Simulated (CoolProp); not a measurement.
Computed with CoolProp (reference Helmholtz-energy equation of state, Zhou 2014).

### Question
For cyclohexane, give the phase and the cp (kJ/(kg K)), expansivity (1/kK), fugacity coefficient at 620 K and 25500 kPa; 620 K and 30600 kPa.

### Answer
- 620 K and 25500 kPa: supercritical; cp 3.23, expansivity 1.85, fugacity coefficient 0.352
- 620 K and 30600 kPa: supercritical; cp 3.20, expansivity 1.59, fugacity coefficient 0.344
